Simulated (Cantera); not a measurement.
A perfectly stirred reactor is fed with H₂ : O₂ = 0.092 : 1 (molar parts), at 0.0220 bar; it is held at 1375 K, and followed from long to short residence time.

Detailed kinetics in Cantera: the H2/O2 subset of GRI-Mech 3.0, which has no nitrogen chemistry. Radical loss at walls, strong at low pressure, is not modelled. The temperature is held fixed by assumption; the heat of reaction is taken as removed at once.

### Question
Predict: x(H₂) at τ = 2.30 s; x(O₂) at τ = 2.30 s; x(H₂O) at τ = 2.30 s; x(O) at τ = 2.30 s; x(H₂O₂) at τ = 2.30 s; x(H₂) at τ = 55.0 ms; x(O₂) at τ = 55.0 ms; x(H₂O) at τ = 55.0 ms; x(O) at τ = 55.0 ms; x(H₂O₂) at τ = 55.0 ms.

### Answer
| Item | Value |
|---|---|
| x(H₂) at τ = 2.30 s | 0.000103 |
| x(O₂) at τ = 2.30 s | 0.910 |
| x(H₂O) at τ = 2.30 s | 0.0869 |
| x(O) at τ = 2.30 s | 0.00165 |
| x(H₂O₂) at τ = 2.30 s | 5.15e-8 |
| x(H₂) at τ = 55.0 ms | 0.000981 |
| x(O₂) at τ = 55.0 ms | 0.892 |
| x(H₂O) at τ = 55.0 ms | 0.0820 |
| x(O) at τ = 55.0 ms | 0.0167 |
| x(H₂O₂) at τ = 55.0 ms | 1.35e-7 |
